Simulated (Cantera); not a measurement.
## Reactions in the system Cl-N-Si

Standard-state values (1 bar) from the NASA 1993 polynomials, evaluated with Cantera. Values are per mole of reaction as written; species without (g) are pure solids or liquids, kept so even where they would boil at 1 bar.

3 SiCl₄(g) + 2 N₂(g) → 6 Cl₂(g) + Si₃N₄

```tsv
T (K)	ΔH° (kJ)	ΔS° (J/K)	ΔG° (kJ)	log10 K
300	1243.4	75.1	1220.9	-212.57
850	1233.0	53.6	1187.5	-72.97
875	1232.8	53.4	1186.1	-70.81
900	1232.7	53.3	1184.8	-68.76
925	1232.6	53.2	1183.5	-66.83
950	1232.6	53.1	1182.1	-65.00
975	1232.5	53.1	1180.8	-63.26
1000	1232.5	53.0	1179.5	-61.61
1025	1232.5	53.0	1178.1	-60.04
```
